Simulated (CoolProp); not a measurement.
Values from CoolProp's reference Helmholtz-energy equation of state, Polt 1992. This equation is an older, rougher fit; its heat capacities, sound speeds and derivatives of the liquid may be far off and weren't checked against measurements.

**Question.** Give the vapour pressure (MPa), liquid density (kg/m³), enthalpy of vaporisation (kJ/kg), vapour Z of saturated cyclopropane at 305.6, 324.4, 374.4 K.

**Answer.** 
```json
[
 {"T (K)": "305.6", "p (MPa)": "0.881", "liquid density (kg/m³)": "607", "enthalpy of vaporisation (kJ/kg)": "391", "vapour Z": "0.851"},
 {"T (K)": "324.4", "p (MPa)": "1.39", "liquid density (kg/m³)": "575", "enthalpy of vaporisation (kJ/kg)": "359", "vapour Z": "0.799"},
 {"T (K)": "374.4", "p (MPa)": "3.73", "liquid density (kg/m³)": "460", "enthalpy of vaporisation (kJ/kg)": "232", "vapour Z": "0.591"}
]
```
